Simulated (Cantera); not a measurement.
A diamond (100) surface in a fixed gas of H2 with x(CH4) = 0.0063, x(CH3) = 0.0016, at 1200 K, 180 Torr; coverages are run to steady state.

Model: the Harris–Goodwin 1993 mechanism for the reconstructed diamond (100) surface, integrated in Cantera.

One state of this run: growth (µm/h) = 409; θ c6HH = 0.433; θ c6H* = 0.0415; θ c6*H = 0.484; θ c6** = 0.0316; θ c6HM = 0.00594. θ: site fractions in the mechanism's names (c6HH fully hydrogenated, c6H* and c6*H radical sites, c6** diradical, c6HM methylated).

Task: Which value of x(H) does it belong to?
A. 0.0016
B. 0.068
C. 0.0001
D. 0.00064

Result: B, 0.068
